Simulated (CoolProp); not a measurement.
Saturation properties of dimethyl ether (Tc = 400.4 K, pc = 5337 kPa, ω = 0.196).

Model: reference Helmholtz-energy equation of state, Wu 2011, in CoolProp.

| T (K) | p (kPa) | vapour density (kg/m³) | liquid cp (kJ/(kg K)) | liquid viscosity (µPa s) | vapour viscosity (µPa s) |
|---|---|---|---|---|---|
| 274.9 | 283.4 | 6.163 | 2.327 | 157 | 8.70 |
| 288.7 | 445.0 | 9.472 | 2.387 | 139 | 9.06 |
| 302.6 | 669.7 | 14.07 | 2.460 | 123 | 9.47 |
| 316.4 | 967.2 | 20.27 | 2.551 | 110 | 9.91 |
| 330.2 | 1353 | 28.59 | 2.669 | 97.4 | 10.4 |
| 344 | 1841 | 39.81 | 2.832 | 85.8 | 11.0 |
| 357.9 | 2454 | 55.39 | 3.087 | 74.5 | 11.8 |
| 371.7 | 3202 | 77.79 | 3.559 | 63.1 | 12.9 |

It boils at 248.4 K under 1 atm.

Viscosity comes from a separate model (Meng 2012).
